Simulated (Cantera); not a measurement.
Input: 1 mol Fe(CO)5, 0.099 mol O2, 0.62 mol N2, 0.24 mol H2, held at 1225 K and 410000 Pa.

These are equilibrium values from Cantera (NASA tables, ideal gas, pure condensed phases), not measurements of a reactor. Candidate condensed phases: C, C6H6, C7H8, C8H18, Fe, Fe(CO)5, FeO, Fe(OH)2, Fe(OH)3, Fe2O3, Fe3O4, H2O; 140 gas species. Condensed phases not in the tables: cementite and carbon dissolved in iron. Equilibrium is a limit: real reactors are often held back by kinetics, nucleation or transport.

Base state: CO 0.816, N2 0.106, H2 0.0385, CO2 0.0366, H2O 0.00253, CH4 7.97e-5 (mole fractions); condensed: C(graphite) + Fe(γ).

### Question
What changes in the equilibrium state with this change: H2 from 0.24 to 1.4 mol?

### Answer
| species | before | after |
|---|---|---|
| CO | 0.816 | 0.686 |
| H2 | 0.0385 | 0.187 |
| N2 | 0.106 | 0.0892 |
| H2O | 0.00253 | 0.0103 |
| CO2 | 0.0366 | 0.0258 |
| CH4 | 7.97e-5 | 0.00189 |
| NH3 | 1.72e-6 | 1.69e-5 |
| HCN | 6.25e-6 | 1.26e-5 |
| C(graphite), mol | 0.0294 | 0.0401 |
| Fe(γ), mol | 1.00 | 1.00 |
